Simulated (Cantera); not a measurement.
A Cantera script and what it prints.

```python
import numpy as np
import cantera as ct

gas_names = """
    N2 SiF4 F
""".split()
cond_names = """
    Si3N4(a)
""".split()


# ... load() reads the species with a 1 bar reference pressure and builds the phases ...
species = {s.name: s for s in load("nasa_gas.yaml", gas_names) + load("nasa_condensed.yaml", cond_names)}
# Each term lists the table entries of one substance; the one whose range holds T is used.
reactions = {
    '2 N2(g) + 3 SiF4(g) = Si3N4 + 12 F(g)':
        [(-2, ['N2']), (-3, ['SiF4']), (1, ['Si3N4(a)']), (12, ['F'])],
}


def pick(names, T):
    return next(species[n] for n in names if species[n].thermo.min_temp <= T <= species[n].thermo.max_temp)


results = []
for label, terms in reactions.items():
    print(label)
    print("     T/K   dH/kJ  dS/(J/K)   dG/kJ   log10 K")
    for T in [300, 948, 973, 998, 1023, 1048, 1073, 1098, 1123, 1148, 1173, 1198]:
        used = [(nu, pick(names, T)) for nu, names in terms]
        dH = sum(nu * s.thermo.h(T) for nu, s in used) / 1e6
        dS = sum(nu * s.thermo.s(T) for nu, s in used) / 1e3
        dG = dH - T * dS / 1e3
        logK = -dG * 1e6 / (ct.gas_constant * T * np.log(10))
        results.append((label, T, dH, dS, dG, logK, [s.name for _, s in used]))
        print(f"{T:8g} {dH:8.1f} {dS:8.1f} {dG:8.1f} {logK:8.2f}")
```

Output:

```
2 N2(g) + 3 SiF4(g) = Si3N4 + 12 F(g)
     T/K   dH/kJ  dS/(J/K)   dG/kJ   log10 K
     300   5053.0    787.1   4816.9  -838.68
     948   5088.1    855.1   4277.5  -235.69
     973   5089.2    856.1   4256.1  -228.48
     998   5090.2    857.2   4234.7  -221.64
    1023   5091.2    858.2   4213.3  -215.13
    1048   5092.2    859.2   4191.8  -208.92
    1073   5093.3    860.2   4170.3  -203.01
    1098   5094.3    861.2   4148.8  -197.36
    1123   5095.4    862.1   4127.2  -191.97
    1148   5096.5    863.1   4105.7  -186.81
    1173   5097.6    864.0   4084.1  -181.86
    1198   5098.7    864.9   4062.5  -177.13
```

Standard-state values (1 bar) from the NASA 1993 polynomials, evaluated with Cantera. Condensed species are held in their standard states even where they would react or evaporate.
